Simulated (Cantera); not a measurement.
A closed system holds: 1 mol V₂O₅, 930 mol H₂, 1.5 mol H₂O, at 1250 K and 1.33 mbar.

Cantera equilibrium calculation (NASA polynomials, part measured and part estimated; ideal gas, pure solids and liquids). Candidate condensed phases: H₂O, V, VO, V₂O₃, V₂O₄, V₂O₅; 12 gas species. Condensed phases not in the tables: the oxides between V₂O₃ and V₂O₅ other than VO₂. Rates play no part.

Base state: H₂ 0.996, H₂O 0.00376, H 1.32e-5 (mole fractions); condensed: V₂O₃(s).

### Question
What changes in the equilibrium state with this change: temperature from 1250 K to 1700 K?

### Answer
```json
[
 {"species": "H₂", "before": "0.996", "after": "0.991"},
 {"species": "H₂O", "before": "0.00376", "after": "0.00480"},
 {"species": "H", "before": "1.32e-5", "after": "0.00402"},
 {"species": "VO₂", "before": "<1e-9", "after": "2.04e-5"},
 {"species": "V₂O₃(s), mol", "before": "1.00", "after": "0"},
 {"species": "VO(s), mol", "before": "0", "after": "1.98"}
]
```
VO: taken at fixed stoichiometry.
